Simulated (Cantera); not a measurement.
Ignition delay

Mixture: 8.47 % CH4, 24.2 % O2, 63.0 % N2, 4.32 % CO2, at 10.0 bar, adiabatic and at constant volume. Ignition delay is the time to a rise of 400 K.

Model: GRI-Mech 3.0 (53 species, 325 reactions), integrated in Cantera.

| T0 (K) | delay (ms) |
|---|---|
| 1225 | 2.21 |
| 1300 | 0.920 |
| 1375 | 0.409 |
| 1450 | 0.193 |
| 1525 | 0.0962 |
| 1600 | 0.0506 |
| 1675 | 0.0281 |
| 1750 | 0.0164 |

| Item | Value |
|---|---|
| apparent activation energy between 1600 and 1750 K | 180 kJ/mol |
